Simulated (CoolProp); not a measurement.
Saturation properties of n-butane.

Values from CoolProp's reference Helmholtz-energy equation of state, Bücker 2006.

| T (K) | p (MPa) | vapour density (kg/m³) | enthalpy of vaporisation (kJ/kg) | surface tension (mN/m) | liquid conductivity (mW/(m K)) |
|---|---|---|---|---|---|
| 211.8 | 0.004575 | 0.1517 | 434.8 | 22.3 | 144 |
| 225.3 | 0.01076 | 0.3366 | 424.5 | 20.6 | 137 |
| 238.9 | 0.02277 | 0.6757 | 413.9 | 18.9 | 131 |
| 252.5 | 0.04390 | 1.244 | 402.9 | 17.3 | 125 |
| 266 | 0.07811 | 2.125 | 391.6 | 15.7 | 119 |
| 279.6 | 0.1309 | 3.443 | 379.4 | 14.1 | 113 |
| 293.2 | 0.2080 | 5.321 | 366.5 | 12.5 | 107 |
| 306.8 | 0.3157 | 7.912 | 352.4 | 10.9 | 101 |
| 320.3 | 0.4599 | 11.38 | 337.2 | 9.45 | 96.0 |
| 333.9 | 0.6500 | 16.00 | 320.3 | 7.99 | 91.0 |
| 347.5 | 0.8931 | 22.08 | 301.4 | 6.58 | 86.4 |
| 361 | 1.195 | 30.01 | 280.2 | 5.22 | 82.0 |
| 374.6 | 1.569 | 40.64 | 255.4 | 3.91 | 77.8 |
| 388.2 | 2.025 | 55.21 | 225.8 | 2.68 | 73.9 |
| 401.8 | 2.574 | 76.46 | 188.4 | 1.54 | 70.1 |

It boils at 272.7 K under 1 atm.

Thermal conductivity comes from a separate model (Perkins 2002). Surface tension comes from a separate correlation (Mulero 2012).
